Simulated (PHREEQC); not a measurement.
**Metal-bearing waste water (model solution)**

Solution (15 °C): 2.4 mmol/kgw FeCl3, 0.053 mmol/kgw MnCl2, 0.11 mmol/kgw H2SO4 and 0.88 mmol/kgw Na2SO4. Closed to the air; pH follows from the charge balance.

The numbers come from PHREEQC with the ion-association model, wateq4f.dat.

```
Item                       Value
----------------  --------------
pH                          2.86
ionic strength    0.0117 mol/kgw
total alkalinity    -5.02 meq/kg
```

```json
[
 {"species": "Cl-", "molality": "0.00725", "activity": "0.00649", "log γ": "-0.048"},
 {"species": "Na+", "molality": "0.00176", "activity": "0.00158", "log γ": "-0.047"},
 {"species": "H+", "molality": "0.00153", "activity": "0.00139", "log γ": "-0.041"},
 {"species": "FeOH+2", "molality": "0.000912", "activity": "0.000596", "log γ": "-0.185"},
 {"species": "FeSO4+", "molality": "0.000567", "activity": "0.000510", "log γ": "-0.046"},
 {"species": "Fe+3", "molality": "0.000553", "activity": "0.000236", "log γ": "-0.371"},
 {"species": "SO4-2", "molality": "0.000380", "activity": "0.000248", "log γ": "-0.185"},
 {"species": "Fe(OH)2+", "molality": "0.000107", "activity": "9.61e-5", "log γ": "-0.046"},
 {"species": "Fe2(OH)2+4", "molality": "8.36e-5", "activity": "1.47e-5", "log γ": "-0.756"}
]
```

This is a speciation only: nothing precipitates in the calculation. Examples of supersaturated solids here: Jarosite-Na, Hematite (slow to form). Others may be too.
